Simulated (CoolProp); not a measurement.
Ethylene along the isotherm -11.15 °C: fugacity coefficient from the reference equation and from simpler models built on Tc = 9.2 °C, pc = 5.042 MPa, ω = 0.087; each cubic takes its own stable root.

Computed with CoolProp (reference Helmholtz-energy equation of state, Smukala 2000).

| p (MPa) | phase | reference |
|---|---|---|
| 0.0399 | gas | 0.9967 |
| 0.0585 | gas | 0.9951 |
| 0.0859 | gas | 0.9928 |
| 0.126 | gas | 0.9894 |
| 0.185 | gas | 0.9845 |
| 0.272 | gas | 0.9772 |
| 0.399 | gas | 0.9667 |
| 0.585 | gas | 0.9512 |
| 0.859 | gas | 0.9285 |
| 1.26 | gas | 0.8954 |
| 1.85 | gas | 0.8467 |
| 2.72 | gas | 0.7740 |
| 3.99 | liquid | 0.5983 |
| 5.85 | liquid | 0.4331 |
| 8.59 | liquid | 0.3210 |
| 12.6 | liquid | 0.2466 |

Question: How far does each simpler model (van der Waals, Soave-Redlich-Kwong) lie from the reference over these 16 states: mean and median of the absolute difference, and the worst?

Answer: 
- van der Waals: mean 6.3 %, median 1.0 %, worst +29.9 % at -11.15 °C and 12.6 MPa
- Soave-Redlich-Kwong: mean 0.6 %, median 0.0 %, worst +3.7 % at -11.15 °C and 12.6 MPa
